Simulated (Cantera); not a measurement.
Input: 1 mol Si, 2 mol HCl, 9 mol H2, equilibrated at 1198 K and 0.270 bar.

Cantera equilibrium calculation (NASA polynomials, part measured and part estimated; ideal gas, pure solids and liquids). Candidate condensed phases: Si; 19 gas species. The tables' values for SiCl3 are old estimates; treat these amounts as uncertain. Rates play no part.

Base state: H2 0.913, HCl 0.0441, SiCl4 0.0215, SiHCl3 0.0120, SiCl2 0.00501, SiCl3 0.00349, SiH2Cl2 0.000872, SiH3Cl 1.74e-5 (mole fractions); condensed: Si(s).

### Question
What changes in the equilibrium state with this change: temperature from 1198 K to 800 K?

### Answer
```tsv
species	before	after
H2	0.913	0.946
SiCl4	0.0215	0.0327
SiHCl3	0.0120	0.0191
HCl	0.0441	0.00146
SiCl2	0.00501	2.32e-6
SiCl3	0.00349	2.62e-5
SiH3Cl	1.74e-5	9.79e-6
SiH2Cl2	0.000872	0.000900
Si(s), mol	0.545	0.449
```
